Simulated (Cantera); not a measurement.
An isothermal, constant-pressure homogeneous reactor starts with NO : N2 = 1 : 16 (molar parts), at 1825 K and 100.0 Torr. Integrator tolerance rtol = 1e-08.

Cantera simulation using GRI-Mech 3.0 (53 species, 325 reactions); the numbers are that mechanism's predictions, not measurements.

What does this change do: temperature 1825 to 1923 K?


| quantity | before | after |
|---|---|---|
| x(NO) at 10.0 s | 0.0547 (gas-phase equilibrium 0.00185) | 0.0455 (gas-phase equilibrium 0.00250) |
| x(O2) at 10.0 s | 0.00202 (gas-phase equilibrium 0.0284) | 0.00663 (gas-phase equilibrium 0.0281) |
| x(N2) at 10.0 s | 0.943 (gas-phase equilibrium 0.970) | 0.948 (gas-phase equilibrium 0.969) |
| x(O) at 10.0 s | 2.26e-5 (gas-phase equilibrium 7.14e-5) | 8.63e-5 (gas-phase equilibrium 0.000167) |
| x(NO2) at 10.0 s | 5.29e-6 (gas-phase equilibrium 5.92e-7) | 6.02e-6 (gas-phase equilibrium 6.58e-7) |
| x(N2O) at 10.0 s | 1.24e-6 (gas-phase equilibrium 4.30e-8) | 9.06e-7 (gas-phase equilibrium 5.74e-8) |
